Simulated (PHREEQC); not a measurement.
A solution holds 2.1 mol LiCl and 0.44 mol Na2SO4 per kg of water, at 25 °C. Closed to the air; pH follows from the charge balance.

The numbers come from PHREEQC with the Pitzer model, pitzer.dat.

**Question.** The ionic strength comes out as 3.42 mol/kgw. What activity coefficients do Li+, SO4-2, Cl-, Na+ get?

**Answer.** Li+ 1.6, SO4-2 0.020, Cl- 0.57, Na+ 1.00. Single-ion values are on the MacInnes scale.

This is a speciation only: nothing precipitates in the calculation.
